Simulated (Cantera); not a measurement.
Charge: 1 mol Ti, 0.12 mol H2O, equilibrated at 1625 K and 570 Torr.

Cantera equilibrium calculation (NASA polynomials, part measured and part estimated; ideal gas, pure solids and liquids). Candidate condensed phases: H2O, Ti, TiO, TiO2, Ti2O3, Ti3O5, Ti4O7; 12 gas species. Mutual solubility and eutectic melting of coexisting phases are not modelled. TiO: taken at fixed stoichiometry. Condensed phases not in the tables: N, O or C dissolved in the metal. Rates play no part.

Base state: H2 1.000, H 8.09e-5 (mole fractions); condensed: Ti(β) + TiO(s).

What changes in the equilibrium state with this change: Ti replaced by TiCl4?


```csv
species,before,after
TiCl4,0,0.784
HCl,0,0.202
TiCl3,0,0.00767
H2,1.000,6.20e-6
Cl,0,0.00517
Cl2,0,0.00126
TiOCl2,0,8.93e-5
"Ti(β), mol",0.880,0
"TiO(s), mol",0.120,0
"TiO2(rutile), mol",0,0.0599
```
Further candidate phases: TiCl2, TiCl3, TiCl4.

What changes in the equilibrium state with this change: temperature from 1625 K to 2175 K?


```
species       before     after
-----------  -------  --------
H2             1.000     0.994
H            8.09e-5   0.00558
Ti           2.40e-8  0.000108
TiO            <1e-9   1.12e-5
Ti(β), mol     0.880         0
TiO(s), mol    0.120         0
Ti(l), mol         0     0.880
TiO(l), mol        0     0.120
```
Each liquid is taken as pure.
